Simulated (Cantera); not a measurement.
A perfectly stirred reactor is fed with 89.3 % NO, 10.7 % N2, at 101000 Pa; it is held at 1875 K, and followed from long to short residence time.

Model: GRI-Mech 3.0 (53 species, 325 reactions), integrated in Cantera.

One state of this run: x NO = 0.847; x O = 4.60e-5; x N2 = 0.130; x O2 = 0.0223; x NO2 = 0.000710; x N2O = 0.000306. x: mole fraction; the columns are a selection and need not sum to one.

Task: Which value of τ (s) does it belong to?
(A) 0.0097
(B) 3.1
(C) 0.0037
(D) 0.066

Result: D, 0.066
